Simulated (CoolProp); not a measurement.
A closed Brayton cycle with carbon dioxide: compressor inlet 323.15 K and 8.1 MPa, high pressure 22.8 MPa, turbine inlet 775 K, compressor efficiency 0.89, turbine efficiency 0.85, recuperator effectiveness 0.95 (on enthalpy, no pinch check). Each further row changes one setting.

Model: reference Helmholtz-energy equation of state, Span 1996, in CoolProp.

```json
[
 {"case": "as stated", "thermal efficiency (%)": "32.1", "net work (kJ/kg)": "68.1", "compressor to turbine work": "0.43", "compressor exit (K)": "408.2", "turbine exit (K)": "662.2"},
 {"case": "turbine inlet 725 K", "thermal efficiency (%)": "29.5", "net work (kJ/kg)": "59.1", "compressor to turbine work": "0.46", "compressor exit (K)": "408.2", "turbine exit (K)": "___"},
 {"case": "compressor inlet 333.15 K", "thermal efficiency (%)": "30.6", "net work (kJ/kg)": "61.6", "compressor to turbine work": "0.48", "compressor exit (K)": "___", "turbine exit (K)": "662.2"},
 {"case": "high pressure 19.4 MPa", "thermal efficiency (%)": "___", "net work (kJ/kg)": "60.4", "compressor to turbine work": "0.41", "compressor exit (K)": "___", "turbine exit (K)": "679.4"},
 {"case": "recuperator effectiveness 0.5", "thermal efficiency (%)": "19.9", "net work (kJ/kg)": "68.1", "compressor to turbine work": "0.43", "compressor exit (K)": "408.2", "turbine exit (K)": "662.2"}
]
```

Task: Fill in the missing entries.

Result: 
- turbine inlet 725 K, turbine exit (K): 616.2
- compressor inlet 333.15 K, compressor exit (K): 424.5
- high pressure 19.4 MPa, thermal efficiency (%): 31.9
- high pressure 19.4 MPa, compressor exit (K): 394.6
